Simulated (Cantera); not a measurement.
An isothermal, constant-pressure homogeneous reactor starts with CH4 : H2O : H2 = 1 : 0.7 : 0.17 (molar parts), at 2150 K and 5.00 bar. Integrator tolerance rtol = 1e-08.

Model: GRI-Mech 3.0 (53 species, 325 reactions), integrated in Cantera. GRI-Mech 3.0 stops at C3 and has no aromatics, soot or wall deposition, so with more carbon than oxygen in the feed, carbon stays in small species such as C2H2 where larger ones or solid carbon would form.

What does this change do: temperature 2150 to 1675 K?


```tsv
quantity	before	after
x(CH4) at 3.00 s	0.00435 (gas-phase equilibrium 0.00435)	0.0667 (gas-phase equilibrium 0.0559)
x(H2O) at 3.00 s	9.47e-6 (gas-phase equilibrium 9.56e-6)	0.0243 (gas-phase equilibrium 2.27e-5)
x(H2) at 3.00 s	0.757 (gas-phase equilibrium 0.757)	0.694 (gas-phase equilibrium 0.720)
x(O) at 3.00 s	4.11e-12 (gas-phase equilibrium 4.14e-12)	2.85e-12 (gas-phase equilibrium <1e-12)
x(CH2CO) at 3.00 s	8.00e-7 (gas-phase equilibrium 8.01e-7)	1.84e-6 (gas-phase equilibrium 1.06e-6)
```
